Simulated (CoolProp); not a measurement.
Acetone along the isotherm 550 K: density (kg/m³) from the reference equation and from simpler models built on Tc = 508.1 K, pc = 46.92 bar, ω = 0.307; each cubic takes its own stable root.

Computed with CoolProp (reference Helmholtz-energy equation of state, Lemmon 2006). It is a short technical equation, of lower accuracy than the large ones.

```
p (bar)          phase  reference  Redlich-Kwong  Peng-Robinson
-------  -------------  ---------  -------------  -------------
7.82               gas      10.46          10.41          10.45
15.6               gas      22.09          21.89          22.03
23.5               gas      35.46          35.01          35.32
31.3               gas      50.70          49.90          50.39
39.1               gas      68.67          67.52          68.07
46.9               gas      90.54          89.28          89.36
54.7     supercritical      118.4          117.9          115.8
62.6     supercritical      156.7          158.6          149.9
70.4     supercritical      211.7          206.9          190.4
```
